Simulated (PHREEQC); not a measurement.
Make-up at 11 °C: 0.65 mmol/kgw H3BO3 and 0.85 mmol/kgw NaOH. Closed to the air; pH follows from the charge balance.

Computed with PHREEQC (ion-association model, phreeqc.dat).

The pH is 10.82 and the ionic strength is 0.000850 mol/kgw. The total alkalinity comes out as 0.850 meq/kg.

| species | molality | activity | log γ |
|---|---|---|---|
| Na+ | 0.000850 | 0.000823 | -0.014 |
| H2BO3- | 0.000629 | 0.000609 | -0.014 |
| OH- | 0.000221 | 0.000214 | -0.014 |
| H3BO3 | 2.08e-5 | 2.08e-5 | 0.000 |

No solid was allowed to form. Away from 25 °C the constants follow the database's enthalpies or fits; those with neither stay at their 25 °C values.
